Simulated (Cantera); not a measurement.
**SiO₂ + F₂ + N₂ (oxide etching and cleaning by halides)**

A closed system holds: 1 mol SiO₂, 1.2 mol F₂, 0.8 mol N₂, at 1048 K and 0.225 Torr.

Equilibrium computed with Cantera from the NASA thermochemical tables; the gas is ideal and each condensed phase is pure. Candidate condensed phases: Si, SiO₂, Si₂N₂O, Si₃N₄; 28 gas species. Equilibrium is a limit: real reactors are often held back by kinetics, nucleation or transport.

```
Item                                  Value
--------------------------------  ---------
x(N₂)                                 0.400
x(SiF₄)                               0.300
x(O₂)                                 0.300
x(NO)                               4.41e-5
n(SiO₂(β-quartz))                 0.400 mol
gas amount                        2.000 mol
log10 activity of Si(s) (absent)     -31.93
```
